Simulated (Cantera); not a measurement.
What does this Cantera script print?

```python
import numpy as np
import cantera as ct

gas = ct.Solution("gri30.yaml")
gas.TPX = 1200, 1333, {'H2': 0.032, 'O2': 1, 'N2': 0.6}
reactor = ct.IdealGasConstPressureReactor(gas, energy="off", clone=False)
net = ct.ReactorNet([reactor])
net.rtol, net.atol = 1e-08, 1e-18
show = ['H2', 'O2', 'N2O', 'H2O2', 'NO', 'HO2']
times = np.geomspace(0.0001, 40, 9)

steps = ct.SolutionArray(gas, extra=["t"])
rows = []
print(f"{'t/s':>10s}{'T/K':>9s}{'P/Pa':>11s}" + "".join(f"{s:>11s}" for s in show))
for t in times:
    while net.time < t:
        t_next = net.step()
        steps.append(gas.state, t=t_next)
    rows.append([np.interp(t, steps.t, y) for y in (steps.T, steps.P, *steps(*show).X.T)])
    print(f"{t:10.3e}{rows[-1][0]:9.1f}{rows[-1][1]:11.4g}" + "".join(f"{x:11.3e}" for x in rows[-1][2:]))
rate = np.gradient(steps.T, steps.t)
print("integrator steps:", len(steps.t))
if steps.T.max() > steps.T[0] + 200:
    print(f"time of steepest temperature rise: {steps.t[rate.argmax()]:.4e} s")
gas.TPX = 1200, 1333, {'H2': 0.032, 'O2': 1, 'N2': 0.6}
gas.equilibrate("TP")
print(f"equilibrium (TP): T = {gas.T:.1f} K  " + "  ".join(f"{s} {gas[s].X[0]:.3e}" for s in show))
```

It prints:

```
       t/s      T/K       P/Pa         H2         O2        N2O       H2O2         NO        HO2
 1.000e-04   1200.0       1333  1.961e-02  6.127e-01  4.729e-17  8.750e-14  3.003e-21  1.105e-09
 5.015e-04   1200.0       1333  1.961e-02  6.127e-01  3.464e-16  2.185e-12  2.840e-19  5.560e-09
 2.515e-03   1200.0       1333  1.960e-02  6.127e-01  6.533e-14  6.433e-11  4.767e-16  5.089e-08
 1.261e-02   1200.0       1333  2.228e-04  5.969e-01  2.535e-09  3.311e-08  2.089e-08  1.423e-06
 6.325e-02   1200.0       1333  1.405e-04  6.013e-01  6.799e-09  3.267e-08  9.537e-08  1.220e-06
 3.172e-01   1200.0       1333  3.105e-05  6.072e-01  9.289e-09  2.574e-08  1.420e-07  6.302e-07
 1.591e+00   1200.0       1333  2.216e-06  6.087e-01  1.149e-08  8.819e-09  1.472e-07  1.216e-07
 7.976e+00   1200.0       1333  1.538e-07  6.089e-01  1.202e-08  1.437e-09  1.484e-07  1.409e-08
 4.000e+01   1200.0       1333  1.693e-08  6.089e-01  1.073e-08  2.162e-10  1.489e-07  3.493e-09
integrator steps: 1721
equilibrium (TP): T = 1200.0 K  H2 2.811e-09  O2 6.088e-01  N2O 1.276e-09  H2O2 4.273e-11  NO 2.298e-04  HO2 4.505e-09
```

Model: GRI-Mech 3.0 (53 species, 325 reactions), integrated in Cantera. Radical loss at walls, strong at low pressure, is not modelled.
